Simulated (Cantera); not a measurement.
Input (Python, Cantera):

```python
import numpy as np
import cantera as ct

gas = ct.Solution("gri30.yaml")
gas.TPX = 1300, 1800000, {'CH4': 1, 'O2': 1.43, 'N2': 6.57}
reactor = ct.IdealGasReactor(gas, energy="on", clone=False)
net = ct.ReactorNet([reactor])
net.rtol, net.atol = 1e-08, 1e-16
show = ['CH4', 'O2', 'HO2', 'CH2O', 'H2']
times = np.geomspace(8e-06, 0.4, 16)

steps = ct.SolutionArray(gas, extra=["t"])
rows = []
print(f"{'t/s':>10s}{'T/K':>9s}{'P/Pa':>11s}" + "".join(f"{s:>11s}" for s in show))
for t in times:
    while net.time < t:
        t_next = net.step()
        steps.append(gas.state, t=t_next)
    rows.append([np.interp(t, steps.t, y) for y in (steps.T, steps.P, *steps(*show).X.T)])
    print(f"{t:10.3e}{rows[-1][0]:9.1f}{rows[-1][1]:11.4g}" + "".join(f"{x:11.3e}" for x in rows[-1][2:]))
rate = np.gradient(steps.T, steps.t)
print("integrator steps:", len(steps.t))
if steps.T.max() > steps.T[0] + 200:
    print(f"time of steepest temperature rise: {steps.t[rate.argmax()]:.4e} s")
gas.TPX = 1300, 1800000, {'CH4': 1, 'O2': 1.43, 'N2': 6.57}
gas.equilibrate("UV")
print(f"equilibrium (UV): T = {gas.T:.1f} K  " + "  ".join(f"{s} {gas[s].X[0]:.3e}" for s in show))
```

It prints:

```
       t/s      T/K       P/Pa        CH4         O2        HO2       CH2O         H2
 8.000e-06   1300.0    1.8e+06  1.111e-01  1.589e-01  5.899e-07  1.064e-07  2.195e-08
 1.646e-05   1300.0    1.8e+06  1.111e-01  1.589e-01  1.058e-06  5.741e-07  9.809e-08
 3.385e-05   1300.0    1.8e+06  1.111e-01  1.589e-01  1.627e-06  3.484e-06  5.614e-07
 6.964e-05   1300.1    1.8e+06  1.111e-01  1.589e-01  2.033e-06  1.857e-05  3.089e-06
 1.433e-04   1300.6  1.801e+06  1.110e-01  1.588e-01  2.800e-06  6.540e-05  1.207e-05
 2.947e-04   1302.3  1.803e+06  1.107e-01  1.586e-01  4.891e-06  1.926e-04  4.435e-05
 6.063e-04   1310.8  1.815e+06  1.093e-01  1.577e-01  1.283e-05  6.628e-04  2.401e-04
 1.247e-03   2911.8  4.309e+06  7.550e-11  2.617e-04  7.599e-07  6.088e-08  4.858e-02
 2.566e-03   2911.8  4.309e+06  7.556e-11  2.614e-04  7.593e-07  6.089e-08  4.858e-02
 5.278e-03   2911.8  4.309e+06  7.556e-11  2.614e-04  7.593e-07  6.089e-08  4.858e-02
 1.086e-02   2911.8  4.309e+06  7.556e-11  2.614e-04  7.593e-07  6.089e-08  4.858e-02
 2.234e-02   2911.8  4.309e+06  7.556e-11  2.614e-04  7.593e-07  6.089e-08  4.858e-02
 4.595e-02   2911.8  4.309e+06  7.556e-11  2.614e-04  7.593e-07  6.089e-08  4.858e-02
 9.452e-02   2911.8  4.309e+06  7.556e-11  2.614e-04  7.593e-07  6.089e-08  4.858e-02
 1.944e-01   2911.8  4.309e+06  7.556e-11  2.614e-04  7.593e-07  6.089e-08  4.858e-02
 4.000e-01   2911.8  4.309e+06  7.556e-11  2.614e-04  7.593e-07  6.089e-08  4.858e-02
integrator steps: 2306
time of steepest temperature rise: 1.0458e-03 s
equilibrium (UV): T = 2911.8 K  CH4 8.548e-11  O2 2.614e-04  HO2 7.593e-07  CH2O 6.089e-08  H2 4.858e-02
```

Detailed kinetics in Cantera: GRI-Mech 3.0 (53 species, 325 reactions). The pressure lies above the range GRI-Mech 3.0 was tuned for (to about 10 atm).
